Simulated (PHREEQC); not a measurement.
Dissolve 0.0071 mol HF and 0.00026 mol Na2SO4 per kg of water at 25 °C. Closed to the air; pH follows from the charge balance.

Computed with PHREEQC (ion-association model, phreeqc.dat).

No solid was allowed to form.

Predict the pH.

pH 2.73.

In which forms is S present?

SO4-2 87 %, HSO4- 13 % of the S.
